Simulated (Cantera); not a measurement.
# Thermodynamics of roasting and sulfation, feed MgCO₃ + H₂S + CO₂

Feed: 1 mol MgCO₃, 0.89 mol H₂S, 0.074 mol CO₂, held at 0.200 bar.

Cantera equilibrium calculation (NASA polynomials, part measured and part estimated; ideal gas, pure solids and liquids). Candidate condensed phases: C, C₆H₆, C₇H₈, C₈H₁₈, H₂O, H₂SO₄, Mg, MgCO₃, MgO, Mg(OH)₂, MgS, MgSO₄, S; 130 gas species. Gases not in the tables: S₃ to S₇. The numbers say what is thermodynamically allowed, not how fast it happens.

From 902 °C to 1127 °C the condensed part is MgO(s).

```json
[
 {"T (°C)": "902", "log p CO₂": "-1.18", "log p CO": "-1.55", "log p H₂O": "-1.50", "log p H₂S": "-1.40", "log p S₂": "-1.72", "log p H₂": "-1.98", "log p COS": "-2.47", "n MgO(s)": "1.00"},
 {"T (°C)": "927", "log p CO₂": "-1.19", "log p CO": "-1.52", "log p H₂O": "-1.48", "log p H₂S": "-1.44", "log p S₂": "-1.69", "log p H₂": "-1.94", "log p COS": "-2.51", "n MgO(s)": "1.00"},
 {"T (°C)": "952", "log p CO₂": "-1.21", "log p CO": "-1.49", "log p H₂O": "-1.46", "log p H₂S": "-1.47", "log p S₂": "-1.66", "log p H₂": "-1.91", "log p COS": "-2.55", "n MgO(s)": "1.00"},
 {"T (°C)": "977", "log p CO₂": "-1.22", "log p CO": "-1.47", "log p H₂O": "-1.44", "log p H₂S": "-1.51", "log p S₂": "-1.64", "log p H₂": "-1.88", "log p COS": "-2.59", "n MgO(s)": "1.00"},
 {"T (°C)": "1002", "log p CO₂": "-1.24", "log p CO": "-1.45", "log p H₂O": "-1.43", "log p H₂S": "-1.55", "log p S₂": "-1.62", "log p H₂": "-1.86", "log p COS": "-2.63", "n MgO(s)": "1.00"},
 {"T (°C)": "1027", "log p CO₂": "-1.25", "log p CO": "-1.43", "log p H₂O": "-1.41", "log p H₂S": "-1.59", "log p S₂": "-1.60", "log p H₂": "-1.84", "log p COS": "-2.67", "n MgO(s)": "1.00"},
 {"T (°C)": "1052", "log p CO₂": "-1.27", "log p CO": "-1.41", "log p H₂O": "-1.40", "log p H₂S": "-1.63", "log p S₂": "-1.58", "log p H₂": "-1.81", "log p COS": "-2.72", "n MgO(s)": "1.00"},
 {"T (°C)": "1077", "log p CO₂": "-1.28", "log p CO": "-1.39", "log p H₂O": "-1.39", "log p H₂S": "-1.67", "log p S₂": "-1.57", "log p H₂": "-1.80", "log p COS": "-2.76", "n MgO(s)": "1.00"},
 {"T (°C)": "1102", "log p CO₂": "-1.30", "log p CO": "-1.38", "log p H₂O": "-1.38", "log p H₂S": "-1.71", "log p S₂": "-1.56", "log p H₂": "-1.78", "log p COS": "-2.80", "n MgO(s)": "1.00"},
 {"T (°C)": "1127", "log p CO₂": "-1.31", "log p CO": "-1.37", "log p H₂O": "-1.37", "log p H₂S": "-1.75", "log p S₂": "-1.55", "log p H₂": "-1.77", "log p COS": "-2.84", "n MgO(s)": "1.00"}
]
```
log p: log10 of the partial pressure in bar; n: condensed amount in mol.
